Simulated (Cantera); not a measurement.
Input: 1 mol C, 0.0099 mol O2, 25 mol H2, equilibrated at 26.0 mbar.

Equilibrium computed with Cantera from the NASA thermochemical tables; the gas is ideal and each condensed phase is pure. Candidate condensed phases: C, C6H6, C7H8, C8H18, H2O; 110 gas species. Kinetics and transport are ignored.

x: gas mole fraction; n: condensed amount in mol.

```
T (°C)   x H2       x CH4       x H2O      x CO         x H  x C2H2 (acetylene)  n C(graphite)
------  -----  ----------  ----------  --------  ----------  ------------------  -------------
400     0.958      0.0417    0.000821   3.48e-6      <1e-12              <1e-12              0
500     0.958      0.0413    0.000487  0.000336    5.51e-12              <1e-12              0
600     0.988      0.0114     7.88e-5  0.000721    2.88e-10            2.19e-11          0.700
700     0.996  (withheld)  (withheld)  0.000781  (withheld)          (withheld)          0.898
800     0.998     0.00119     2.66e-6  0.000790     8.68e-8             7.17e-9          0.951
900     0.999    0.000504     7.29e-7  0.000791     7.31e-7             6.12e-8          0.968
1000    0.999  (withheld)  (withheld)  0.000791  (withheld)          (withheld)          0.974
1100    0.999    0.000131     9.62e-8  0.000791     2.06e-5             1.73e-6          0.977
```

Problem. What belongs in the gaps?

Solution. 
- 700, x CH4: 0.00331
- 700, x H2O: 1.26e-5
- 700, x H: 6.69e-9
- 700, x C2H2 (acetylene): 5.36e-10
- 1000, x CH4: 0.000244
- 1000, x H2O: 2.44e-7
- 1000, x H: 4.42e-6
- 1000, x C2H2 (acetylene): 3.71e-7
